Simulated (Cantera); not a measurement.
Thermodynamics of chlorosilane synthesis and conversion, feed Si + HCl + H₂

Input: 1 mol Si, 2.4 mol HCl, 0.26 mol H₂, at 1098 K and 0.150 bar.

These are equilibrium values from Cantera (NASA tables, ideal gas, pure condensed phases), not measurements of a reactor. Candidate condensed phases: Si; 19 gas species. The tables' values for SiCl₃ are old estimates; treat these amounts as uncertain. Equilibrium is a limit: real reactors are often held back by kinetics, nucleation or transport.

```
Property       Result
----------  ---------
x(H₂)           0.659
x(SiCl₄)        0.230
x(SiHCl₃)      0.0534
x(HCl)         0.0414
x(SiCl₃)      0.00929
x(SiCl₂)      0.00527
x(SiH₂Cl₂)    0.00148
x(SiH₃Cl)     1.09e-5
n(Si(s))    0.382 mol
gas amount  2.062 mol
```
